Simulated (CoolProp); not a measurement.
Properties of cyclopentane along the isotherm 272.25 °C (Tc = 238.6 °C, pc = 4.583 MPa, ω = 0.202).

Computed with CoolProp (reference Helmholtz-energy equation of state, Gedanitz 2015).

| p (MPa) | phase | density (kg/m³) | cp (kJ/(kg K)) | Joule-Thomson coefficient (K/MPa) | isothermal compressibility (1/MPa) | fugacity coefficient |
|---|---|---|---|---|---|---|
| 0.143 | gas | 2.232 | 2.350 | 5.811 | 7.057 | 0.9911 |
| 0.286 | gas | 4.505 | 2.357 | 5.875 | 3.561 | 0.9822 |
| 0.43 | gas | 6.837 | 2.365 | … | 2.392 | … |
| 0.573 | gas | 9.198 | 2.373 | 6.012 | 1.813 | 0.9644 |
| 0.716 | gas | 11.61 | 2.382 | … | 1.465 | 0.9557 |
| 0.859 | gas | 14.06 | 2.391 | 6.156 | 1.234 | 0.9469 |
| 1 | gas | 16.54 | 2.400 | 6.231 | 1.072 | 0.9383 |
| 1.15 | gas | 19.22 | 2.410 | 6.313 | 0.9429 | 0.9292 |
| 1.29 | gas | 21.79 | 2.421 | 6.393 | 0.8501 | 0.9208 |
| 1.43 | gas | 24.41 | 2.431 | 6.475 | 0.7759 | 0.9124 |
| 1.58 | gas | 27.29 | … | 6.567 | 0.7114 | 0.9034 |
| 1.72 | gas | 30.04 | 2.456 | 6.655 | 0.6618 | 0.8950 |
| 1.86 | gas | 32.86 | 2.469 | 6.747 | 0.6200 | 0.8867 |
| 2 | gas | 35.74 | 2.483 | 6.842 | 0.5845 | 0.8784 |
| 2.15 | gas | 38.92 | 2.499 | 6.948 | 0.5519 | 0.8696 |
| 2.29 | gas | 41.97 | 2.515 | 7.051 | 0.5259 | 0.8613 |

Q: Complete the blanks.

A: 
- 0.43, Joule-Thomson coefficient (K/MPa): 5.943
- 0.43, fugacity coefficient: 0.9733
- 0.716, Joule-Thomson coefficient (K/MPa): 6.083
- 1.58, cp (kJ/(kg K)): 2.444
